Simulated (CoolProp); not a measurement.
The fluid at 357.13 K and 0.348 MPa flows at 1.1 m/s in a round tube of 12.7 mm bore and 0.25 µm roughness, fully developed (64/Re and Nu = 3.66 if laminar; Colebrook and Gnielinski if turbulent). The same conditions are run with several fluids, on thermodynamics alone (safety and materials aside).

The numbers come from the reference Helmholtz-energy equation of state of each fluid (n-butane: Bücker 2006; R404A: Lemmon 2003; R134a: Tillner-Roth 1994; methane: Setzmann 1991; R410A: Lemmon 2003) in CoolProp. Blends and air are pseudo-pure fits.

```tsv
fluid	Reynolds number	Darcy friction factor	pressure drop (Pa/m)	heat-transfer coefficient (W/(m² K))	mass flow (kg/h)
n-butane	11400	0.0299	10.3	62.3	3.63
R404A	[?]	0.0299	16.8	49.2	5.92
R134a	12300	0.0293	17.3	51.2	[?]
methane	[?]	0.0317	2.85	12.4	0.946
R410A	7820	0.0330	13.7	35.8	4.37
```

Task: Complete the blanks.

Result: 
- R404A, Reynolds number: 11300
- R134a, mass flow (kg/h): 6.23
- methane, Reynolds number: 2020

Transport values come from each fluid's own correlations; those of R134a are estimates that may be off by 10 % or more.
